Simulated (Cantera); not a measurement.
An isothermal, constant-pressure homogeneous reactor starts with CH4 : CO2 : H2 = 1 : 0.34 : 0.67 (molar parts), at 1900 K and 90.0 Torr.

Detailed kinetics in Cantera: GRI-Mech 3.0 (53 species, 325 reactions). GRI-Mech 3.0 stops at C3 and has no aromatics, soot or wall deposition, so with more carbon than oxygen in the feed, carbon stays in small species such as C2H2 where larger ones or solid carbon would form.

One state of this run: x CH4 = 0.226; x CO2 = 0.119; x H2 = 0.517; x C2H6 = 0.000315; x CH3 = 0.00804; x H2O2 = <1e-12. x: mole fraction; the columns are a selection and need not sum to one.

### Question
Which value of t (s) does it belong to?
A) 1.93
B) 14.6
C) 0.00165
D) 0.00452

### Answer
C, 0.00165
